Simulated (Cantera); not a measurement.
Cantera run, input and output.

```python
import numpy as np
import cantera as ct

gas = ct.Solution("gri30.yaml")


def delay(T, t_max=10):
    gas.TPX = T, 500000, {'CH4': 1, 'C2H6': 0.051, 'C3H8': 0.037, 'O2': 5.76, 'N2': 21.7}
    reactor = ct.IdealGasReactor(gas, clone=False)
    net = ct.ReactorNet([reactor])
    net.rtol, net.atol = 1e-8, 1e-16
    while net.time < t_max:
        t_old, T_old = net.time, reactor.T
        net.step()
        if reactor.T > T + 400:  # ignition: a rise of 400 K
            return t_old + (T + 400 - T_old) / (reactor.T - T_old) * (net.time - t_old)
    return np.nan


taus = []
for T in [1275, 1350, 1425, 1500, 1575, 1650, 1725, 1800]:
    taus.append(delay(T))
    print(f"T0 = {T:6g} K   tau = {taus[-1]:.4e} s")
```

Output:

```
T0 =   1275 K   tau = 8.2120e-04 s
T0 =   1350 K   tau = 3.3026e-04 s
T0 =   1425 K   tau = 1.4403e-04 s
T0 =   1500 K   tau = 6.8818e-05 s
T0 =   1575 K   tau = 3.6147e-05 s
T0 =   1650 K   tau = 2.0789e-05 s
T0 =   1725 K   tau = 1.2972e-05 s
T0 =   1800 K   tau = 8.6822e-06 s
```

Detailed kinetics in Cantera: GRI-Mech 3.0 (53 species, 325 reactions).
